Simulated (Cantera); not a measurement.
**BF₃ + H₂ + H₂O (boron, boron nitride and boron oxide)**

Charge: 1 mol BF₃, 20 mol H₂, a varied amount of H₂O, held at 2398 K and 25.0 mbar.

Equilibrium computed with Cantera from the NASA thermochemical tables; the gas is ideal and each condensed phase is pure. Candidate condensed phases: B, B₂O₃, B₃O₃H₃, H₂O; 43 gas species. The tables' values for BF₂ are old estimates; treat these amounts as uncertain. The numbers say what is thermodynamically allowed, not how fast it happens.

```
n(H₂O) (mol)   x H₂   x H₂O    x HF     x H    x BOF   x HBO₂      x OH
------------  -----  ------  ------  ------  -------  -------  --------
1.8           0.756  0.0272  0.0892  0.0867   0.0311  0.00415  0.000571
2.3           0.741  0.0437  0.0892  0.0858   0.0286  0.00613  0.000928
2.8           0.726  0.0598  0.0891  0.0849   0.0265  0.00778   0.00128
3.4           0.709  0.0787  0.0886  0.0839   0.0242  0.00940   0.00171
4.2           0.688   0.103  0.0878  0.0827   0.0217   0.0111   0.00226
5.2           0.663   0.131  0.0864  0.0811   0.0191   0.0127   0.00295
6.4           0.635   0.163  0.0845  0.0794   0.0166   0.0140   0.00374
7.9           0.604   0.200  0.0819  0.0774   0.0142   0.0151   0.00470
9.7           0.570   0.240  0.0787  0.0752   0.0119   0.0159   0.00581
12            0.531   0.285  0.0748  0.0726  0.00978   0.0163   0.00715
15            0.489   0.336  0.0700  0.0697  0.00778   0.0163   0.00878
18            0.453   0.379  0.0656  0.0670  0.00634   0.0160    0.0103
```
x: gas mole fraction; nothing condenses.

From 1.8 mol H₂O to 18 mol H₂O nothing is condensed. The main B-bearing gas is BOF at 1.8 mol H₂O and HBO₂ at 18 mol H₂O.
